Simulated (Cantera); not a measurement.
**Equilibrium for fluorocarbon and chlorocarbon gases: CH3Cl + CH4 + H2**

A closed system holds: 1 mol CH3Cl, 0.022 mol CH4, 0.1 mol H2, equilibrated at 0.830 bar.

Cantera equilibrium calculation (NASA polynomials, part measured and part estimated; ideal gas, pure solids and liquids). Candidate condensed phases: C, C6H6, C7H8, C8H18; 91 gas species. Equilibrium is a limit: real reactors are often held back by kinetics, nucleation or transport.

From 802 °C to 1902 °C the condensed part is C(graphite). The main C-bearing gas is CH4 at 802 °C and C2H2 (acetylene) at 1902 °C.

```
T (°C)   x H2  x HCl     x CH4       x H      x Cl  x C2H2 (acetylene)    x CH3  n C(graphite)
------  -----  -----  --------  --------  --------  ------------------  -------  -------------
802     0.519  0.471    0.0101   1.16e-8   9.52e-9             3.90e-9  4.07e-9           1.00
902     0.527  0.468   0.00442   9.77e-8   7.59e-8             3.36e-8  1.55e-8           1.01
1002    0.530  0.467   0.00216   5.89e-7   4.41e-7             2.04e-7  4.69e-8           1.02
1102    0.532  0.467   0.00117   2.74e-6   1.99e-6             9.46e-7  1.20e-7           1.02
1202    0.533  0.467  0.000684   1.04e-5   7.38e-6             3.55e-6  2.70e-7           1.02
1302    0.533  0.467  0.000429   3.33e-5   2.32e-5             1.12e-5  5.45e-7           1.02
1402    0.533  0.466  0.000284   9.31e-5   6.36e-5             3.10e-5  1.01e-6           1.02
1502    0.533  0.466  0.000197  0.000232  0.000156             7.59e-5  1.74e-6           1.02
1602    0.533  0.466  0.000143  0.000525  0.000348            0.000169  2.83e-6           1.02
1702    0.532  0.465  0.000107   0.00110  0.000716            0.000346  4.37e-6           1.02
1802    0.531  0.464   8.22e-5   0.00213   0.00137            0.000659  6.45e-6           1.02
1902    0.530  0.462   6.47e-5   0.00390   0.00248             0.00118  9.17e-6           1.02
```
x: gas mole fraction; n: condensed amount in mol.
